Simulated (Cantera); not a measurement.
Charge: 1 mol Ti(NMe2)4, 0.73 mol CH4, 1.5 mol H2, at 30.0 Pa.

These are equilibrium values from Cantera (NASA tables, ideal gas, pure condensed phases), not measurements of a reactor. Candidate condensed phases: C, C6H6, C7H8, C8H18, Ti, TiC, TiN; 93 gas species. The feed counts by its element totals alone. TiC: taken at fixed stoichiometry. Rates play no part.

Problem. At 1775 K, list the 6 most abundant gas species with their mole fractions, and the condensed phases.

Solution. H2 0.866, N2 0.116, H 0.0156, HCN 0.00172, C2H2 (acetylene) 0.000123, HNC 6.17e-5. Condensed: C(graphite) + TiC(s).
